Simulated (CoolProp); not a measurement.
Properties of hydrogen chloride along the isotherm 208.4 K.

Values from CoolProp's reference Helmholtz-energy equation of state, Thol 2018.

```tsv
p (MPa)	phase	density (kg/m³)	cp (kJ/(kg K))	isothermal compressibility (1/MPa)	expansivity (1/kK)
0.959	liquid	1134	1.678	0.001487	2.342
1.92	liquid	1136	1.675	0.001467	2.321
2.88	liquid	1138	1.671	0.001446	2.300
3.84	liquid	1139	1.668	0.001427	2.280
4.8	liquid	1141	1.664	0.001408	2.261
5.76	liquid	1142	1.661	0.001390	2.242
6.71	liquid	1144	1.658	0.001372	2.223
7.67	liquid	1145	1.655	0.001355	2.205
8.63	liquid	1147	1.652	0.001338	2.187
9.59	liquid	1148	1.649	0.001322	2.170
10.6	liquid	1150	1.646	0.001305	2.153
11.5	liquid	1151	1.643	0.001291	2.137
12.5	liquid	1153	1.640	0.001275	2.121
```
